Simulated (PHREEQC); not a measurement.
Make-up at 79 °C: 0.0015 mol NaOH, 0.0012 mol CO2 and 0.00012 mol Na2CO3 per kg of water. Closed to the air; pH follows from the charge balance.

Equilibrium calculation in PHREEQC: ion-association model, wateq4f.dat.

This is a speciation only: nothing precipitates in the calculation.

What pH does the model give?

pH 9.05.

In which forms is Na present?

Na+ 98 %, NaCO3- 1.7 % of the Na.

Complexes and solids missing from the database can't appear. At this temperature some constants are extrapolated from 25 °C, and those without enthalpy data are left unchanged.
